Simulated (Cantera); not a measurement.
Feed: 1 mol Hg, 2.4 mol O2, a varied amount of H2, equilibrated at 1298.15 K and 6530 Torr.

Method: chemical equilibrium by Gibbs-energy minimisation in Cantera with the NASA 1993 tables (ideal gas, pure condensed phases). Candidate condensed phases: H2O, Hg, HgO; 10 gas species. Kinetics and transport are ignored.

x: gas mole fraction; nothing condenses.

| n(H2) (mol) | x H2O | x H2 | x O2 | x Hg | x OH | x H | x HO2 |
|---|---|---|---|---|---|---|---|
| 1.5 | 0.361 | 1.63e-8 | 0.398 | 0.241 | 1.33e-5 | 4.65e-11 | 1.95e-7 |
| 1.8 | 0.419 | 2.02e-8 | 0.349 | 0.233 | 1.39e-5 | 5.17e-11 | 1.90e-7 |
| 2.3 | 0.505 | 2.75e-8 | 0.275 | 0.220 | 1.44e-5 | 6.03e-11 | 1.74e-7 |
| 2.9 | 0.598 | 3.85e-8 | 0.196 | 0.206 | 1.44e-5 | 7.14e-11 | 1.47e-7 |
| 3.6 | 0.692 | 5.80e-8 | 0.115 | 0.192 | 1.36e-5 | 8.77e-11 | 1.06e-7 |
| 4.5 | 0.796 | 1.39e-7 | 0.0265 | 0.177 | [?] | 1.36e-10 | 3.79e-8 |
| 5.6 | 0.727 | 0.121 | <1e-12 | 0.152 | [?] | 1.27e-7 | <1e-12 |
| 7 | 0.600 | 0.275 | <1e-12 | 0.125 | [?] | 1.91e-7 | <1e-12 |
| 8.8 | 0.490 | 0.408 | <1e-12 | 0.102 | [?] | 2.33e-7 | <1e-12 |
| 11 | 0.400 | 0.517 | <1e-12 | 0.0833 | [?] | 2.62e-7 | <1e-12 |

Question: Some entries are withheld; supply them.

Answer: 
- 4.5, x OH: 1.01e-5
- 5.6, x OH: 9.85e-9
- 7, x OH: 5.40e-9
- 8.8, x OH: 3.62e-9
- 11, x OH: 2.62e-9
